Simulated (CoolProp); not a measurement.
Values from CoolProp's reference Helmholtz-energy equation of state, Marx 1992.

Problem. Give the vapour pressure (MPa), vapour Z, surface tension (mN/m) of saturated R113 at 360.5, 403.6 K.

Solution. 
| T (K) | p (MPa) | vapour Z | surface tension (mN/m) |
|---|---|---|---|
| 360.5 | 0.321 | 0.906 | 10.5 |
| 403.6 | 0.843 | 0.813 | 6.25 |

Surface tension comes from a separate correlation (Mulero 2012).
